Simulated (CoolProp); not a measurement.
Properties of CH2F2 (R32) along the isotherm 31.55 °C.

Computed with CoolProp (reference Helmholtz-energy equation of state, Tillner-Roth 1997).

| p (bar) | phase | density (kg/m³) | isothermal compressibility (1/MPa) | conductivity (mW/(m K)) |
|---|---|---|---|---|
| 0.0914 | gas | 0.1879 | 109.5 | 14.0 |
| 0.138 | gas | 0.2838 | 72.58 | 14.0 |
| 0.208 | gas | 0.4281 | 48.19 | 14.0 |
| 0.314 | gas | 0.6471 | 31.96 | 14.0 |
| 0.474 | gas | 0.9786 | 21.21 | 14.1 |
| 0.714 | gas | 1.478 | 14.12 | 14.1 |
| 1.08 | gas | 2.245 | 9.375 | 14.1 |
| 1.63 | gas | 3.410 | 6.252 | ___ |
| 2.45 | gas | 5.176 | 4.201 | 14.3 |
| 3.7 | gas | ___ | 2.827 | 14.5 |
| 5.58 | gas | ___ | ___ | ___ |
| 8.42 | gas | 19.24 | ___ | 15.2 |
| 12.7 | gas | 31.04 | 0.9591 | 16.0 |
| 19.2 | gas | 53.62 | 0.7724 | 18.2 |
| 28.9 | liquid | 939.5 | ___ | ___ |

### Question
Fill in the missing entries.

### Answer

- 1.63, conductivity (mW/(m K)): 14.2
- 3.7, density (kg/m³): 7.937
- 5.58, density (kg/m³): 12.26
- 5.58, isothermal compressibility (1/MPa): 1.923
- 5.58, conductivity (mW/(m K)): 14.7
- 8.42, isothermal compressibility (1/MPa): 1.332
- 28.9, isothermal compressibility (1/MPa): 0.007828
- 28.9, conductivity (mW/(m K)): 130

Thermal conductivity comes from a separate model (Huber 2003), an estimate that may be off by 10 % or more.
